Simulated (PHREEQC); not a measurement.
Make-up at 33 °C: 4.1 mol KCl per kg of water. Closed to the air; pH follows from the charge balance.

The numbers come from PHREEQC with the Pitzer model, pitzer.dat.

No solid was allowed to form.

Task: What activity of water, density does the model give?

Result: activity of water 0.866; density 1.152 g/cm³.

Species that the database lacks are ignored.
